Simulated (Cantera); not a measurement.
A closed system holds: 1 mol MgO, 2.4 mol SO3, 6.1 mol N2, equilibrated at 0.133 bar.

Cantera equilibrium calculation (NASA polynomials, part measured and part estimated; ideal gas, pure solids and liquids). Candidate condensed phases: Mg, MgO, MgS, MgSO4, S; 22 gas species. The numbers say what is thermodynamically allowed, not how fast it happens.

log p: log10 of the partial pressure in bar; n: condensed amount in mol.

```json
[
 {"T (°C)": "852", "log p N2": "-1.00", "log p SO2": "-1.66", "log p O2": "-1.96", "log p SO3": "-2.95", "log p NO": "…", "n MgSO4(s)": "1.00", "n MgO(s)": "0"},
 {"T (°C)": "902", "log p N2": "-1.00", "log p SO2": "-1.66", "log p O2": "-1.96", "log p SO3": "-3.13", "log p NO": "…", "n MgSO4(s)": "1.00", "n MgO(s)": "0"},
 {"T (°C)": "952", "log p N2": "-1.08", "log p SO2": "-1.49", "log p O2": "-1.79", "log p SO3": "-3.06", "log p NO": "…", "n MgSO4(s)": "0", "n MgO(s)": "1.00"},
 {"T (°C)": "1002", "log p N2": "-1.08", "log p SO2": "-1.49", "log p O2": "-1.79", "log p SO3": "-3.22", "log p NO": "…", "n MgSO4(s)": "0", "n MgO(s)": "1.00"},
 {"T (°C)": "1052", "log p N2": "-1.08", "log p SO2": "-1.49", "log p O2": "-1.79", "log p SO3": "-3.37", "log p NO": "…", "n MgSO4(s)": "0", "n MgO(s)": "1.00"},
 {"T (°C)": "1102", "log p N2": "-1.08", "log p SO2": "-1.49", "log p O2": "-1.79", "log p SO3": "-3.50", "log p NO": "…", "n MgSO4(s)": "0", "n MgO(s)": "1.00"},
 {"T (°C)": "1152", "log p N2": "-1.08", "log p SO2": "-1.48", "log p O2": "-1.79", "log p SO3": "-3.63", "log p NO": "…", "n MgSO4(s)": "0", "n MgO(s)": "1.00"},
 {"T (°C)": "1202", "log p N2": "-1.08", "log p SO2": "-1.48", "log p O2": "-1.79", "log p SO3": "-3.75", "log p NO": "…", "n MgSO4(s)": "0", "n MgO(s)": "1.00"},
 {"T (°C)": "1252", "log p N2": "-1.08", "log p SO2": "-1.48", "log p O2": "-1.79", "log p SO3": "-3.86", "log p NO": "…", "n MgSO4(s)": "0", "n MgO(s)": "1.00"},
 {"T (°C)": "1302", "log p N2": "-1.08", "log p SO2": "-1.48", "log p O2": "-1.79", "log p SO3": "-3.96", "log p NO": "…", "n MgSO4(s)": "0", "n MgO(s)": "1.00"},
 {"T (°C)": "1352", "log p N2": "-1.08", "log p SO2": "-1.48", "log p O2": "-1.79", "log p SO3": "-4.06", "log p NO": "…", "n MgSO4(s)": "0", "n MgO(s)": "1.00"},
 {"T (°C)": "1402", "log p N2": "-1.08", "log p SO2": "-1.48", "log p O2": "-1.79", "log p SO3": "-4.15", "log p NO": "…", "n MgSO4(s)": "0", "n MgO(s)": "1.00"}
]
```

Question: Some entries are withheld; supply them.

Answer: 
- 852, log p NO: -5.07
- 902, log p NO: -4.88
- 952, log p NO: -4.67
- 1002, log p NO: -4.52
- 1052, log p NO: -4.37
- 1102, log p NO: -4.24
- 1152, log p NO: -4.12
- 1202, log p NO: -4.01
- 1252, log p NO: -3.90
- 1302, log p NO: -3.80
- 1352, log p NO: -3.71
- 1402, log p NO: -3.62
